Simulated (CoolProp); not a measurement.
Fluorine along the isobar 741 kPa: density (kg/m³) from the reference equation and from simpler models built on Tc = -128.7 °C, pc = 5240 kPa, ω = 0.045; each cubic takes its own stable root.

Computed with CoolProp (reference Helmholtz-energy equation of state, de Reuck 1990).

```json
[
 {"T (°C)": "-192.35", "phase": "liquid", "reference": "1533", "van der Waals": "1051", "Redlich-Kwong": "[?]"},
 {"T (°C)": "-176.25", "phase": "liquid", "reference": "1416", "van der Waals": "39.70", "Redlich-Kwong": "1416"},
 {"T (°C)": "-160.25", "phase": "gas", "reference": "33.68", "van der Waals": "[?]", "Redlich-Kwong": "[?]"},
 {"T (°C)": "-144.25", "phase": "gas", "reference": "28.25", "van der Waals": "[?]", "Redlich-Kwong": "28.25"},
 {"T (°C)": "-128.25", "phase": "gas", "reference": "24.54", "van der Waals": "24.42", "Redlich-Kwong": "[?]"},
 {"T (°C)": "-112.25", "phase": "gas", "reference": "[?]", "van der Waals": "[?]", "Redlich-Kwong": "[?]"},
 {"T (°C)": "-96.25", "phase": "gas", "reference": "19.63", "van der Waals": "19.65", "Redlich-Kwong": "19.67"},
 {"T (°C)": "-80.25", "phase": "gas", "reference": "17.89", "van der Waals": "17.92", "Redlich-Kwong": "17.92"},
 {"T (°C)": "-64.25", "phase": "gas", "reference": "16.44", "van der Waals": "16.48", "Redlich-Kwong": "16.47"},
 {"T (°C)": "-48.25", "phase": "gas", "reference": "15.22", "van der Waals": "15.26", "Redlich-Kwong": "15.24"}
]
```

Task: Some entries are withheld; supply them.

Result: 
- -192.35, Redlich-Kwong: 1553
- -160.25, van der Waals: 32.64
- -160.25, Redlich-Kwong: 33.51
- -144.25, van der Waals: 27.89
- -128.25, Redlich-Kwong: 24.58
- -112.25, reference: 21.78
- -112.25, van der Waals: 21.77
- -112.25, Redlich-Kwong: 21.83

At some of these states van der Waals gives the other phase, because its saturation line lies elsewhere.
